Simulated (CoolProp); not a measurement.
Dimethyl carbonate along the isotherm 452.1 K: density (kg/m³) from the reference equation and from simpler models built on Tc = 557.0 K, pc = 4.909 MPa, ω = 0.346; each cubic takes its own stable root.

Values from CoolProp's reference Helmholtz-energy equation of state, Zhou 2011.

```json
[
 {"p (MPa)": "3.78", "phase": "liquid", "reference": "843.1", "van der Waals": "501.3", "Redlich-Kwong": "701.9", "Peng-Robinson": "843.4"},
 {"p (MPa)": "7.55", "phase": "liquid", "reference": "854.6", "van der Waals": "525.5", "Redlich-Kwong": "725.7", "Peng-Robinson": "860.8"},
 {"p (MPa)": "11.3", "phase": "liquid", "reference": "864.9", "van der Waals": "542.6", "Redlich-Kwong": "744.7", "Peng-Robinson": "875.7"},
 {"p (MPa)": "15.1", "phase": "liquid", "reference": "874.3", "van der Waals": "556.2", "Redlich-Kwong": "761.0", "Peng-Robinson": "888.8"},
 {"p (MPa)": "18.9", "phase": "liquid", "reference": "883.0", "van der Waals": "567.3", "Redlich-Kwong": "775.0", "Peng-Robinson": "900.5"},
 {"p (MPa)": "22.7", "phase": "liquid", "reference": "891.0", "van der Waals": "576.7", "Redlich-Kwong": "787.4", "Peng-Robinson": "910.9"},
 {"p (MPa)": "26.4", "phase": "liquid", "reference": "898.4", "van der Waals": "584.7", "Redlich-Kwong": "798.2", "Peng-Robinson": "920.2"},
 {"p (MPa)": "30.2", "phase": "liquid", "reference": "905.4", "van der Waals": "592.0", "Redlich-Kwong": "808.1", "Peng-Robinson": "928.9"},
 {"p (MPa)": "34", "phase": "liquid", "reference": "912.1", "van der Waals": "598.5", "Redlich-Kwong": "817.2", "Peng-Robinson": "937.0"},
 {"p (MPa)": "37.8", "phase": "liquid", "reference": "918.4", "van der Waals": "604.3", "Redlich-Kwong": "825.6", "Peng-Robinson": "944.4"},
 {"p (MPa)": "41.5", "phase": "liquid", "reference": "924.3", "van der Waals": "609.5", "Redlich-Kwong": "833.1", "Peng-Robinson": "951.2"},
 {"p (MPa)": "45.3", "phase": "liquid", "reference": "930.0", "van der Waals": "614.4", "Redlich-Kwong": "840.3", "Peng-Robinson": "957.7"},
 {"p (MPa)": "49.1", "phase": "liquid", "reference": "935.5", "van der Waals": "618.9", "Redlich-Kwong": "847.0", "Peng-Robinson": "963.8"}
]
```
